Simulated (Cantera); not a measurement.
Cantera run, input and output.

```python
import numpy as np
import cantera as ct

gas = ct.Solution("gri30.yaml")
gas.TPX = 1723, 29000, {'CH4': 1, 'O2': 1.33, 'N2': 5.01}
reactor = ct.IdealGasReactor(gas, energy="on", clone=False)
net = ct.ReactorNet([reactor])
net.rtol, net.atol = 1e-08, 1e-16
show = ['CH4', 'O2', 'OH', 'H2O2', 'NO2', 'NO']
times = np.geomspace(7e-06, 5, 10)

steps = ct.SolutionArray(gas, extra=["t"])
rows = []
print(f"{'t/s':>10s}{'T/K':>9s}{'P/Pa':>11s}" + "".join(f"{s:>11s}" for s in show))
for t in times:
    while net.time < t:
        t_next = net.step()
        steps.append(gas.state, t=t_next)
    rows.append([np.interp(t, steps.t, y) for y in (steps.T, steps.P, *steps(*show).X.T)])
    print(f"{t:10.3e}{rows[-1][0]:9.1f}{rows[-1][1]:11.4g}" + "".join(f"{x:11.3e}" for x in rows[-1][2:]))
rate = np.gradient(steps.T, steps.t)
print("integrator steps:", len(steps.t))
if steps.T.max() > steps.T[0] + 200:
    print(f"time of steepest temperature rise: {steps.t[rate.argmax()]:.4e} s")
gas.TPX = 1723, 29000, {'CH4': 1, 'O2': 1.33, 'N2': 5.01}
gas.equilibrate("UV")
print(f"equilibrium (UV): T = {gas.T:.1f} K  " + "  ".join(f"{s} {gas[s].X[0]:.3e}" for s in show))
```

Result:

```
       t/s      T/K       P/Pa        CH4         O2         OH       H2O2        NO2         NO
 7.000e-06   1722.9    2.9e+04  1.362e-01  1.812e-01  2.466e-07  3.236e-08  9.942e-19  4.764e-14
 3.130e-05   1722.7    2.9e+04  1.362e-01  1.812e-01  4.960e-07  1.944e-07  1.352e-16  3.604e-13
 1.399e-04   1722.1  2.899e+04  1.356e-01  1.809e-01  2.249e-06  5.523e-07  1.772e-14  4.522e-12
 6.257e-04   2926.5  5.589e+04  1.378e-13  4.439e-03  2.043e-02  1.205e-07  4.136e-08  5.027e-04
 2.798e-03   2860.2  5.482e+04  7.520e-14  4.412e-03  1.990e-02  9.221e-08  3.223e-07  4.689e-03
 1.251e-02   2859.4  5.481e+04  7.583e-14  4.366e-03  1.981e-02  9.156e-08  3.438e-07  5.025e-03
 5.593e-02   2859.4  5.481e+04  7.583e-14  4.366e-03  1.981e-02  9.156e-08  3.438e-07  5.025e-03
 2.501e-01   2859.4  5.481e+04  7.583e-14  4.366e-03  1.981e-02  9.156e-08  3.438e-07  5.025e-03
 1.118e+00   2859.4  5.481e+04  7.583e-14  4.366e-03  1.981e-02  9.156e-08  3.438e-07  5.025e-03
 5.000e+00   2859.4  5.481e+04  7.583e-14  4.366e-03  1.981e-02  9.156e-08  3.438e-07  5.025e-03
integrator steps: 1689
time of steepest temperature rise: 5.6344e-04 s
equilibrium (UV): T = 2859.4 K  CH4 9.334e-14  O2 4.366e-03  OH 1.981e-02  H2O2 9.156e-08  NO2 3.438e-07  NO 5.025e-03
```

Cantera simulation using GRI-Mech 3.0 (53 species, 325 reactions); the numbers are that mechanism's predictions, not measurements.
